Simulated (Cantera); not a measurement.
# Catalytic combustion on Pt

An isothermal plug-flow reactor at 775 K and 500000 Pa (inlet), inlet velocity 0.54 m/s, active area per volume 280 1/m; feed 1.35 % CO, 16.6 % O₂, 82.0 % N₂, equivalence ratio 0.041.

Cantera simulation using Deutschmann's 1995 Pt surface mechanism with GRI-Mech 3.0 gas chemistry; the numbers are that mechanism's predictions, not measurements. Catalytic surfaces can have several steady states; this one follows from the mechanism file's or the stated starting coverage. Mass transfer to the wall is taken as infinitely fast.

```csv
z (m),x CO,x O₂,x H₂O,x CO₂,θ free Pt,θ O*,θ CO*
0.00051,0.00859,0.164,<1e-12,0.00494,0.0328,0.957,0.0104
0.00098,0.00807,0.164,<1e-12,0.00547,0.0257,0.968,0.00597
0.0019,0.00744,0.164,<1e-12,0.00610,0.0214,0.975,0.00378
0.0037,0.00664,0.163,<1e-12,0.00690,0.0182,0.979,0.00243
0.0071,0.00567,0.163,<1e-12,0.00788,0.0158,0.983,0.00156
0.014,0.00445,0.162,<1e-12,0.00912,0.0138,0.985,0.000930
0.026,0.00318,0.162,<1e-12,0.0104,0.0124,0.987,0.000536
0.051,0.00180,0.161,<1e-12,0.0118,0.0113,0.988,0.000251
```
x: gas mole fraction; θ: surface coverage.
